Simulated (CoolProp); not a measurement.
Computed with CoolProp (reference Helmholtz-energy equation of state, McLinden 2015).

**Question.** For the fluoroketone C6F12O (FK-5-1-12), give the phase and the cp (kJ/(kg K)), cv (kJ/(kg K)), speed of sound (m/s), Joule-Thomson coefficient (K/MPa) at 170.45 °C and 3.13 bar.

**Answer.** 
- 170.45 °C and 3.13 bar: gas; cp 1.02, cv 0.984, speed of sound 103, Joule-Thomson coefficient 8.59
